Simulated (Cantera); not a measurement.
Input: 1 mol SiH₄, 0.19 mol NO, 1.4 mol N₂, equilibrated at 10.0 mbar.

Cantera equilibrium calculation (NASA polynomials, part measured and part estimated; ideal gas, pure solids and liquids). Candidate condensed phases: H₂O, Si, SiO₂, Si₂N₂O, Si₃N₄; 35 gas species. The numbers say what is thermodynamically allowed, not how fast it happens. All values below are at 900 K.

Base state: H₂ 0.692, N₂ 0.308 (mole fractions); condensed: Si₂N₂O(s) + Si₃N₄(s).

**Question.** What changes in the equilibrium state with this change: NO from 0.19 to 19 mol?

**Answer.** 
```tsv
species	before	after
N₂	0.308	0.534
O₂	<1e-9	0.368
H₂O	<1e-9	0.0980
H₂	0.692	<1e-9
NO	<1e-9	1.00e-5
Si₂N₂O(s), mol	0.190	0
Si₃N₄(s), mol	0.207	0
SiO₂(β-quartz), mol	0	1.00
```

**Question.** What changes in the equilibrium state with this change: NO from 0.19 to 15 mol?

**Answer.** 
```csv
species,before,after
N₂,0.308,0.543
O₂,<1e-9,0.335
H₂O,<1e-9,0.122
H₂,0.692,<1e-9
"Si₂N₂O(s), mol",0.190,0
"Si₃N₄(s), mol",0.207,0
"SiO₂(β-quartz), mol",0,1.00
```
